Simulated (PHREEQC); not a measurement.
A column of 0.5 m (30 cells, dispersivity 0.018 m, 720 s a shift, diffusion coefficient 3e-10 m²/s) holds 0.00045 eq of the database's cation exchanger X per kg of pore water, first in equilibrium with 0.0016 mol NaCl, 0.00038 mol (NH4)2SO4 and 1e-05 mol HCl per kg of water. It is flushed with 0.0006 mol KBr and 1e-05 mol HCl per kg of water, at 25 °C. Values are for the last cell. CO2 from the air is kept out. Precipitation was switched off in this run.

The series has 31 steps of pore volumes, from 0 to 4.017.

Equilibrium calculation in PHREEQC: ion-association model, phreeqc.dat.

After how many pore volumes does Br at the outlet first reach half of its feed value?

By 1.1 pore volumes.

After how many pore volumes does K at the outlet first reach half of its feed value?

By 1.8 pore volumes.
